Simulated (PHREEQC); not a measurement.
## Buffer: an equilibrium model

Make-up at 20 °C and 10 atm: 0.13 mol/kgw H3PO4, 0.07 mol/kgw KOH and 0.00021 mol/kgw NaCl. Closed to the air; pH follows from the charge balance.

All values are PHREEQC results (ion-association model, phreeqc.dat), not measurements.

Each row changes one thing in this solution. No solid was allowed to form.

| case | pH | ionic strength (mol/kgw) | H2PO4- (mol/kgw) | H3PO4 (mol/kgw) | HPO4-2 (mol/kgw) | SI of Halite (NaCl) |
|---|---|---|---|---|---|---|
| as made | 2.21 | 0.0776 | 0.0774 | 0.0526 | 1.49e-6 | -9.12 |
| KOH left out | 1.57 | 0.0313 | 0.0311 | 0.0989 | 1.13e-7 | -9.07 |
| diluted 5-fold with water | 2.44 | 0.0181 | 0.0181 | 0.00794 | 4.46e-7 | -10.44 |
| diluted 100-fold with water | [?] | 0.00122 | 0.00122 | 8.09e-5 | 1.67e-7 | -12.96 |
| KOH replaced by KBr at the same molality | 1.56 | 0.103 | 0.0333 | 0.0968 | 1.55e-7 | -9.14 |
| diluted 10-fold with water | 2.59 | 0.00985 | [?] | 0.00317 | 3.12e-7 | -11.01 |
| temperature from 20 to 35 °C | 2.27 | 0.0767 | 0.0765 | 0.0535 | 1.86e-6 | -9.14 |
| NaCl from 0.00021 to 0.000189 mol/kgw | 2.21 | 0.0776 | 0.0774 | 0.0526 | 1.49e-6 | -9.22 |
| temperature from 20 to 80 °C | 2.42 | 0.0748 | 0.0746 | 0.0554 | 3.38e-6 | -9.19 |

Task: What belongs in the gaps?

Result: 
- diluted 100-fold with water, pH: 3.30
- diluted 10-fold with water, H2PO4- (mol/kgw): 0.00983

Constants without temperature data keep their 25 °C values here.
